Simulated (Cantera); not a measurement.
A Cantera script and what it prints.

```python
import numpy as np
import cantera as ct

gas_names = """
    CL CL2 H HCL H2 Si SiCL SiCL2 SiCL3 SiCL4 SiH SiHCL3 SiH2 SiH2CL2 SiH3 SiH3CL SiH4 Si2 Si3
""".split()
cond_names = """
    Si(cr) Si(L)
""".split()


def load(file, names, dense=False):
    # The tables refer to 1 bar. Condensed volumes are neglected.
    table = {s.name: s for s in ct.Species.list_from_file(file)}
    out = []
    for n in names:
        d = dict(table[n].input_data)
        d["thermo"] = dict(d["thermo"], **{"reference-pressure": 1e5})
        if dense:
            d["equation-of-state"] = {"model": "constant-volume", "density": "1e6 g/cm^3"}
        out.append(ct.Species.from_dict(d))
    return out


gas = ct.Solution(thermo="ideal-gas", species=load("nasa_gas.yaml", gas_names))
cond = {s.name: ct.Solution(thermo="fixed-stoichiometry", species=[s], name=s.name)
        for s in load("nasa_condensed.yaml", cond_names, dense=True)}
atoms = {
    'Si': {'Si': 1},
    'HCl': {'H': 1, 'CL': 1},
    'H2': {'H': 2},
}
top_T = {}  # K; cautious upper limits of use, not melting points


def equilibrate(T, P, feed):
    n = {}
    for name, mol in feed.items():
        for a, k in atoms[name].items():
            n[a] = n.get(a, 0.0) + k * mol
    gas.TPX = T, P, n
    mass = sum(n.values()) * gas.mean_molecular_weight
    gas.equilibrate("TP")
    valid = [c for c in cond.values() if c.min_temp <= T <= top_T.get(c.name, c.max_temp)]
    mix = ct.Mixture([(gas, mass / gas.mean_molecular_weight)] + [(c, 0.0) for c in valid])
    mix.T, mix.P = T, P
    mix.equilibrate("TP", solver="vcs", rtol=1e-11, max_steps=5000)
    return mix


results = []
feed = {'Si': 1, 'HCl': 4.8, 'H2': 2.7}  # mol
T = 600  # K
P = 280000  # Pa
mix = equilibrate(T, P, feed)
results.append((T, P, feed, dict(zip(mix.species_names, mix.species_moles))))
print(gas.report(threshold=1e-05))
for i in range(1, mix.n_phases):
    print(f"{mix.phase(i).name:16s} {mix.phase_moles(i):12.5e} mol")
```

It prints:

```
       temperature   600 K
          pressure   2.8e+05 Pa
           density   1.8006 kg/m^3
  mean mol. weight   32.081 kg/kmol
   phase of matter   gas

                          1 kg             1 kmol
                     ---------------   ---------------
          enthalpy       -3.1578e+06        -1.013e+08  J
   internal energy       -3.3133e+06       -1.0629e+08  J
           entropy            6050.2         1.941e+05  J/K
    Gibbs function       -6.7879e+06       -2.1776e+08  J
 heat capacity c_p            1265.2             40590  J/K
 heat capacity c_v            1006.1             32276  J/K

                      mass frac. Y      mole frac. X     chem. pot. / RT
                     ---------------   ---------------   ---------------
               HCL            0.1399            0.1231           -42.737
                H2          0.045437           0.72305             -15.7
             SiCL4           0.81456           0.15382           -175.75
            SiHCL3        0.00010487        2.4839e-05           -148.72
     [  +15 minor]        8.6516e-10        2.5646e-10

Si(cr)            0.00000e+00 mol
```

Equilibrium computed with Cantera from the NASA thermochemical tables; the gas is ideal and each condensed phase is pure.
